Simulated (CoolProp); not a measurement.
Properties of methane at several states.

Values from CoolProp's reference Helmholtz-energy equation of state, Setzmann 1991.

```json
[
 {"T (K)": "367.2", "p (kPa)": "7380", "phase": "supercritical", "density (kg/m³)": "40.56", "cp (kJ/(kg K))": "2.693", "speed of sound (m/s)": "494.5", "expansivity (1/kK)": "3.415", "Prandtl number": "0.796"},
 {"T (K)": "324.8", "p (kPa)": "133", "phase": "gas", "density (kg/m³)": "0.7914", "cp (kJ/(kg K))": "2.299", "speed of sound (m/s)": "466.1", "expansivity (1/kK)": "3.099", "Prandtl number": "0.729"},
 {"T (K)": "200.7", "p (kPa)": "14.1", "phase": "gas", "density (kg/m³)": "0.1357", "cp (kJ/(kg K))": "2.092", "speed of sound (m/s)": "371.7", "expansivity (1/kK)": "4.996", "Prandtl number": "0.757"},
 {"T (K)": "490.9", "p (kPa)": "1720", "phase": "gas", "density (kg/m³)": "6.764", "cp (kJ/(kg K))": "2.894", "speed of sound (m/s)": "559.4", "expansivity (1/kK)": "2.087", "Prandtl number": "0.727"}
]
```

Viscosity comes from a separate model (Quiñones-Cisneros 2006). Thermal conductivity comes from a separate model (Friend 1989).
